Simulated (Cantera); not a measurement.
A Cantera script and what it prints.

```python
import numpy as np
import cantera as ct

gas_names = """
    N NO NO2 NO3 N2 N2O O O2 O3 Si SiN SiO SiO2 Si2 Si2N Si3
""".split()
cond_names = """
    Si(cr) Si(L) SiO2(Lqz) SiO2(hqz) SiO2(L) Si2N2O(s) Si3N4(a)
""".split()


# ... load() reads the species with a 1 bar reference pressure and builds the phases ...
atoms = {
    'Si3N4': {'Si': 3, 'N': 4},
    'N2O': {'N': 2, 'O': 1},
    'N2': {'N': 2},
    'O2': {'O': 2},
}
top_T = {'Si2N2O(s)': 2100, 'Si3N4(a)': 2400}  # K; cautious upper limits of use, not melting points


# ... equilibrate(T, P, feed) seeds the gas with the atoms and calls Mixture.equilibrate('TP', solver="vcs", rtol=1e-11, max_steps=5000) ...
results = []
feed = {'Si3N4': 1, 'N2O': 1.8, 'N2': 1.4, 'O2': 0.0025}  # mol
T = 1475  # K
P = 14  # Pa
mix = equilibrate(T, P, feed)
results.append((T, P, feed, dict(zip(mix.species_names, mix.species_moles))))
x = sorted(zip(gas.X, gas.species_names), reverse=True)
print(f"T = {T:g} K  P = {P:g} Pa  gas = {mix.phase_moles(0):.4g} mol")
print("   x: " + "  ".join(f"{s} {v:.3e}" for v, s in x if v > 1e-06))
print("   condensed (mol): " + ("  ".join(f"{mix.phase(i).name} {mix.phase_moles(i):.4g}"
      for i in range(1, mix.n_phases) if mix.phase_moles(i) > 1e-12) or "none"))
```

It prints:

```
T = 1475 K  P = 14 Pa  gas = 4.615 mol
   x: N2 8.678e-01  SiO 1.322e-01
   condensed (mol): Si2N2O(s) 1.195
```

Method: chemical equilibrium by Gibbs-energy minimisation in Cantera with the NASA 1993 tables (ideal gas, pure condensed phases).
